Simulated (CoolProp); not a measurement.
A closed Brayton cycle with dry air: compressor inlet 320.15 K and 0.66 MPa, high pressure 1.58 MPa, turbine inlet 635 K, compressor efficiency 0.8, turbine efficiency 0.9, recuperator effectiveness 0.9 (on enthalpy, no pinch check). Each further row changes one setting.

Values from CoolProp's reference Helmholtz-energy equation of state, Lemmon 2000. It is a pseudo-pure fit of the blend.

```tsv
case	thermal efficiency (%)	net work (kJ/kg)	compressor to turbine work	compressor exit (K)	turbine exit (K)
as stated	[?]	13.8	0.89	433.0	512.9
turbine inlet 585 K	2.9	3.59	0.97	433.0	[?]
compressor inlet 330.15 K	7.6	[?]	0.92	446.4	512.9
high pressure 1.34 MPa	13.2	15.7	[?]	409.6	534.0
recuperator effectiveness 0.5	[?]	13.8	0.89	433.0	512.9
```

Complete the blanks.


- as stated, thermal efficiency (%): 10.1
- turbine inlet 585 K, turbine exit (K): 471.6
- compressor inlet 330.15 K, net work (kJ/kg): 10.2
- high pressure 1.34 MPa, compressor to turbine work: 0.85
- recuperator effectiveness 0.5, thermal efficiency (%): 8.1
